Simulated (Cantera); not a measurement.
A perfectly stirred reactor is fed with 2.72 % CH3OH, 0.214 % O2, 97.1 % N2, at 1.00 atm; it is held at 1500 K, and followed from long to short residence time.

Cantera simulation using GRI-Mech 3.0 (53 species, 325 reactions); the numbers are that mechanism's predictions, not measurements. GRI-Mech 3.0 was tuned for natural gas; its chemistry of methanol as a main component is partial and can be far from experiment.

Task: Predict: x(CH3OH) at τ = 2.90 s; x(O2) at τ = 2.90 s; x(H) at τ = 2.90 s; x(CH2CO) at τ = 2.90 s; x(CH3OH) at τ = 30.0 ms; x(O2) at τ = 30.0 ms; x(H) at τ = 30.0 ms; x(CH2CO) at τ = 30.0 ms.

Result: 
```json
{
  "x(CH3OH) at τ = 2.90 s": "4.92e-6",
  "x(O2) at τ = 2.90 s": "1.07e-5",
  "x(H) at τ = 2.90 s": "1.18e-5",
  "x(CH2CO) at τ = 2.90 s": "2.82e-8",
  "x(CH3OH) at τ = 30.0 ms": "8.05e-5",
  "x(O2) at τ = 30.0 ms": "0.000141",
  "x(H) at τ = 30.0 ms": "7.01e-5",
  "x(CH2CO) at τ = 30.0 ms": "1.79e-7"
}
```
